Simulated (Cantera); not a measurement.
Feed: 1 mol C₂H₆, 0.013 mol NH₃, 4 mol N₂, equilibrated at 1750 °C and 1.33 mbar.

Equilibrium computed with Cantera from the NASA thermochemical tables; the gas is ideal and each condensed phase is pure. Candidate condensed phases: C, C₆H₆, C₇H₈, C₈H₁₈; 92 gas species. Equilibrium is a limit: real reactors are often held back by kinetics, nucleation or transport.

### Question
What is the equilibrium state?

### Answer
| Property | Result |
|---|---|
| x(N₂) | 0.557 |
| x(H₂) | 0.402 |
| x(H) | 0.0330 |
| x(HCN) | 0.00763 |
| x(HNC) | 0.000452 |
| x(C₂H₂ (acetylene)) | 0.000359 |
| x(CN) | 1.55e-5 |
| x(C₂N₂) | 1.25e-6 |
| n(C(graphite)) | 1.94 mol |
| gas amount | 7.144 mol |
